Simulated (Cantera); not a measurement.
# Low-pressure radical oxidation in H2/O2

An isothermal, constant-pressure homogeneous reactor starts with H₂ : O₂ = 0.43 : 1 (molar parts), at 1075 K and 0.00360 bar.

Cantera simulation using GRI-Mech 3.0 (53 species, 325 reactions); the numbers are that mechanism's predictions, not measurements. Radical loss at walls, strong at low pressure, is not modelled. The temperature is held fixed by assumption; the heat of reaction is taken as removed at once.

```tsv
t (s)	x H₂	x O₂	x OH	x HO₂	x H₂O₂
0.000200	0.301	0.699	8.14e-11	7.42e-10	<1e-12
0.000511	0.301	0.699	3.85e-10	1.90e-9	<1e-12
0.00130	0.301	0.699	3.84e-9	4.87e-9	6.20e-12
0.00333	0.301	0.699	5.90e-7	1.95e-8	4.58e-11
0.00850	0.0889	0.600	0.0102	2.96e-6	1.43e-7
0.0217	0.0151	0.567	0.00735	3.59e-6	7.94e-8
0.0554	0.0117	0.594	0.00662	4.14e-6	1.13e-7
0.141	0.00471	0.629	0.00427	4.49e-6	1.84e-7
0.361	0.000642	0.644	0.00156	2.92e-6	1.99e-7
0.922	6.69e-5	0.646	0.000503	8.30e-7	1.01e-7
2.35	1.05e-5	0.646	0.000202	1.86e-7	4.10e-8
6.01	2.41e-6	0.646	9.77e-5	4.91e-8	1.71e-8
15.3	6.86e-7	0.646	5.25e-5	1.53e-8	7.27e-9
39.2	2.21e-7	0.646	2.99e-5	5.56e-9	3.07e-9
100	7.69e-8	0.646	1.77e-5	2.61e-9	1.28e-9
```
x: mole fraction; the columns are a selection and need not sum to one.

Equilibrium at this temperature and pressure: H₂ 5.18e-9, O₂ 0.646, OH 4.59e-6, HO₂ 3.04e-9, H₂O₂ 1.18e-10 (gas phase only).
